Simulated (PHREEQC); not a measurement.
Solution (18 °C): 4.2 mmol/kgw NH4HS, 8 mmol/kgw NaCl and 0.98 mmol/kgw FeCl2. Closed to the air; pH follows from the charge balance.

All values are PHREEQC results (ion-association model, wateq4f.dat), not measurements.

Each row changes one thing in this solution. This is a speciation only: nothing precipitates in the calculation.

```tsv
case	pH	ionic strength (mol/kgw)	SI of Halite (NaCl)
as made	8.09	0.0120	-5.76
NH4HS from 0.0042 to 0.042 mol/kgw	8.23	0.0481	(withheld)
NH4HS left out	6.45	(withheld)	-5.76
diluted 2-fold with water	8.10	(withheld)	-6.34
0.0021 mol/kgw NaHS added	(withheld)	0.0141	-5.67
FeCl2 left out	8.25	0.0120	-5.86
temperature from 18 to 90 °C	6.88	0.0116	-5.91
```

Task: Fill in the missing entries.

Result: 
- NH4HS from 0.0042 to 0.042 mol/kgw, SI of Halite (NaCl): -5.83
- NH4HS left out, ionic strength (mol/kgw): 0.0109
- diluted 2-fold with water, ionic strength (mol/kgw): 0.00602
- 0.0021 mol/kgw NaHS added, pH: 8.24

Species that the database lacks are ignored. Constants without temperature data keep their 25 °C values here. The polysulfide entries of wateq4f.dat were taken out for this run.
